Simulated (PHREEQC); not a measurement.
Make-up at 20 °C: 4.55 mmol/kgw ZnSO4, 14 mmol/kgw CaCl2 and 1.1 mmol/kgw NaF. Closed to the air; pH follows from the charge balance.

Equilibrium calculation in PHREEQC: ion-association model, phreeqc.dat.

No solid was allowed to form.

**Question.** What pH, ionic strength, density does the model give?

**Answer.** pH 5.96; ionic strength 0.0539 mol/kgw; density 1.000 g/cm³.

**Question.** In which forms is Zn present?

**Answer.** Zn+2 86 %, ZnSO4 11 %, ZnCl+ 2.3 %, ZnF+ 0.6 % of the Zn.

The solution is supersaturated, for example in Fluorite, so a real one may precipitate; this is no full list.
